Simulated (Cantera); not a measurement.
A closed system holds: 1 mol SiO2, 1 mol H2, equilibrated at 13300 Pa.

Cantera equilibrium calculation (NASA polynomials, part measured and part estimated; ideal gas, pure solids and liquids). Candidate condensed phases: H2O, Si, SiO2; 18 gas species. The tables hold silica as quartz up to 1696 K and as liquid above; real silica turns to tridymite and cristobalite and melts near 1996 K. Gases not in the tables: Si(OH)4. Rates play no part.

Problem. Which condensed phases are stable at each of these points (T (K)): 2200, 2275, 2350, 2425, 2500, 2575, 2650, 2725, 2800, 2875?

Solution. 
```
T (K)  condensed phases  Si condensed (%)
-----  ----------------  ----------------
2200            SiO2(l)              90.5
2275            SiO2(l)              85.0
2350            SiO2(l)              77.3
2425            SiO2(l)              67.0
2500            SiO2(l)              54.4
2575            SiO2(l)              40.1
2650            SiO2(l)              23.2
2725           gas only               0.0
2800           gas only               0.0
2875           gas only               0.0
```

From 2200 K to 2650 K the condensed part is SiO2(l). From 2725 K to 2875 K nothing is condensed.
